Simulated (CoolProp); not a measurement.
Properties of hydrogen chloride along the isotherm 273.1 K (Tc = 324.7 K, pc = 8314 kPa, ω = 0.130).

Values from CoolProp's reference Helmholtz-energy equation of state, Thol 2018.

```tsv
p (kPa)	phase	Z	cv (kJ/(kg K))	speed of sound (m/s)	Joule-Thomson coefficient (K/MPa)	fugacity coefficient
9240	liquid	0.1548	0.9049	718.6	0.01324	0.2508
18500	liquid	0.2999	0.9023	798.5	-0.09594	0.1459
27700	liquid	0.4378	(withheld)	861.7	-0.1636	0.1129
36900	liquid	0.5713	0.9056	915.3	-0.2107	0.09787
46200	liquid	0.7027	0.9089	962.7	-0.2461	(withheld)
55400	liquid	0.8298	0.9124	1005	-0.2732	0.08638
64700	liquid	0.9558	0.9163	1044	(withheld)	0.08494
73900	liquid	1.078	0.9201	1079	-0.3127	(withheld)
83100	liquid	1.199	0.9239	1112	-0.3273	0.08650
```

Some entries are withheld; supply them.


- 27700, cv (kJ/(kg K)): 0.9032
- 46200, fugacity coefficient: 0.09016
- 64700, Joule-Thomson coefficient (K/MPa): -0.2951
- 73900, fugacity coefficient: 0.08512
